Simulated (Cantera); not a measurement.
Standard-state values (1 bar) from the NASA 1993 polynomials, evaluated with Cantera. Values are per mole of reaction as written; species without (g) are pure solids or liquids, kept so even where they would boil at 1 bar.

6 BaO + 4 NF3(g) + N2(g) → 6 BaF2 + 6 NO(g), with ΔH° = -2887.9 kJ and ΔS° = 175.5 J/K at 300 K.

Q: How far is the shortcut ΔG° ≈ ΔH°(300 K) − T·ΔS°(300 K) from the full temperature-dependent value at 1775, 1850, 1925, 2000, 2075, 2150, 2225, 2300, 2375, 2450 K?

A: 
| T (K) | shortcut (kJ) | full (kJ) | difference (kJ) | difference in log10 K | condensed phases |
|---|---|---|---|---|---|
| 1775 | -3199.3 | -3334.1 | 134.8 | -3.97 | BaO(s), BaF2(l) |
| 1850 | -3212.5 | -3366.6 | 154.1 | -4.35 | BaO(s), BaF2(l) |
| 1925 | -3225.7 | -3399.2 | 173.5 | -4.71 | BaO(s), BaF2(l) |
| 2000 | -3238.8 | -3432.0 | 193.1 | -5.04 | BaO(s), BaF2(l) |
| 2075 | -3252.0 | -3464.9 | 212.9 | -5.36 | BaO(s), BaF2(l) |
| 2150 | -3265.1 | -3498.0 | 232.8 | -5.66 | BaO(s), BaF2(l) |
| 2225 | -3278.3 | -3531.1 | 252.8 | -5.94 | BaO(s), BaF2(l) |
| 2300 | -3291.5 | -3562.3 | 270.8 | -6.15 | BaO(l), BaF2(l) |
| 2375 | -3304.6 | -3584.1 | 279.5 | -6.15 | BaO(l), BaF2(l) |
| 2450 | -3317.8 | -3606.1 | 288.3 | -6.15 | BaO(l), BaF2(l) |
The shortcut ignores heat capacities and the phase changes listed.
